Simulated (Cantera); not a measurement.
A Cantera script and what it prints.

```python
import numpy as np
import cantera as ct

gas_names = [...]  # 87 gases of nasa_gas.yaml made of C, H, Si
cond_names = """
    C(gr) C6H6(L) C7H8(L) C8H18(L),n-octa Si(cr) Si(L) SiC(b)
""".split()


# ... load() reads the species with a 1 bar reference pressure and builds the phases ...
atoms = {
    'SiH4': {'Si': 1, 'H': 4},
    'C2H2': {'C': 2, 'H': 2},
    'H2': {'H': 2},
}
top_T = {'C(gr)': 4500, 'SiC(b)': 3050}  # K; cautious upper limits of use, not melting points


# ... equilibrate(T, P, feed) seeds the gas with the atoms and calls Mixture.equilibrate('TP', solver="vcs", rtol=1e-11, max_steps=5000) ...
results = []
T = 2475  # K
P = 160  # Pa
for m in [0.0064, 0.011, 0.018, 0.031, 0.053, 0.09, 0.15, 0.26, 0.44, 0.76]:
    feed = {'SiH4': 1, 'C2H2': m, 'H2': 3.4}  # mol
    mix = equilibrate(T, P, feed)
    results.append((T, P, feed, dict(zip(mix.species_names, mix.species_moles))))

top = {s: max(r[3][s] / sum(r[3][g] for g in gas_names) for r in results) for s in gas_names}
cols = sorted((s for s in top if top[s] > 1e-06), key=lambda s: -top[s])[:9]
seen = [c for c in cond_names if any(r[3].get(c, 0) > 1e-12 for r in results)]
print("log10 of partial pressures in bar; condensed amounts in mol")
print(f"{'n(C2H2)':>10s}" + "".join(f"{s[:9]:>10s}" for s in cols + seen))
for T, P, feed, n in results:
    ng = sum(n[g] for g in gas_names)
    print(f"{feed['C2H2']:10.4g}" + "".join(f"{np.log10(max(n[s] / ng * P / 1e5, 1e-99)):10.3f}" for s in cols)
          + "".join(f"{n.get(c, 0):10.4g}" for c in seen))
```

Result:

```
log10 of partial pressures in bar; condensed amounts in mol
   n(C2H2)        H2         H        Si      SiC2 C2H2,acet      Si2C       SiH       C2H        C3     C(gr)
    0.0064    -3.111    -3.204    -3.706    -6.113    -6.913    -6.127    -5.823    -8.172    -9.158         0
     0.011    -3.111    -3.203    -3.709    -5.841    -6.638    -5.996    -5.826    -7.897    -8.746         0
     0.018    -3.111    -3.203    -3.713    -5.602    -6.394    -5.882    -5.830    -7.654    -8.381         0
     0.031    -3.111    -3.203    -3.720    -5.345    -6.130    -5.764    -5.837    -7.390    -7.985         0
     0.053    -3.111    -3.203    -3.731    -5.098    -5.871    -5.658    -5.848    -7.131    -7.597         0
      0.09    -3.111    -3.203    -3.750    -4.860    -5.615    -5.567    -5.867    -6.874    -7.212         0
      0.15    -3.111    -3.203    -3.780    -4.637    -5.362    -5.501    -5.897    -6.622    -6.833         0
      0.26    -3.111    -3.203    -3.826    -4.443    -5.123    -5.472    -5.942    -6.382    -6.474   0.04128
      0.44    -3.109    -3.202    -3.837    -4.455    -5.121    -5.495    -5.953    -6.381    -6.474    0.3985
      0.76    -3.105    -3.201    -3.857    -4.474    -5.118    -5.534    -5.971    -6.380    -6.474     1.034
```

Cantera equilibrium calculation (NASA polynomials, part measured and part estimated; ideal gas, pure solids and liquids). Gases not in the tables: Si2H6 and higher silanes.
